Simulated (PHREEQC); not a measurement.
**Spent oxide etchant**

Make-up at 25 °C: 0.018 mol NH4HF2, 0.000935 mol H2SiF6 and 0.066 mol H2SO4 per kg of water. Closed to the air; pH follows from the charge balance.

All values are PHREEQC results (ion-association model, phreeqc.dat), not measurements.

```yaml
pH: 1.24
ionic_strength: 0.105 mol/kgw
specific_conductance: 25200 µS/cm
density: 1.002 g/cm³
total_alkalinity: -156 meq/kg
```

| species | molality | activity | log γ |
|---|---|---|---|
| H+ | 0.0697 | 0.0574 | -0.084 |
| HSO4- | 0.0468 | 0.0365 | -0.109 |
| HF | 0.0353 | 0.0362 | 0.011 |
| SO4-2 | 0.0178 | 0.00654 | -0.436 |
| NH4+ | 0.0167 | 0.0123 | -0.131 |
| NH4SO4- | 0.00134 | 0.00104 | -0.109 |
| SiF6-2 | 0.000935 | 0.000346 | -0.432 |
| F- | 0.000555 | 0.000420 | -0.120 |
| HF2- | 7.49e-5 | 5.83e-5 | -0.109 |
| H4SiO4 | 3.69e-9 | 3.78e-9 | 0.011 |

No solid was allowed to form. SiF6-2 is the database's only silicon fluoride.
